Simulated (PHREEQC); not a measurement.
Solution (25 °C): 0.038 mol HCl and 0.0014 mol FeSO4 per kg of water. Closed to the air; pH follows from the charge balance.

All values are PHREEQC results (ion-association model, wateq4f.dat), not measurements.

No solid was allowed to form.

Order these S species by the share of S that they hold, largest first: FeHSO4+, SO4-2, FeSO4, HSO4-.

HSO4- (63 %), SO4-2 (35 %), FeSO4 (2.0 %), FeHSO4+ (0.51 %)

The pH is 1.50 and the ionic strength 0.0416 mol/kgw.
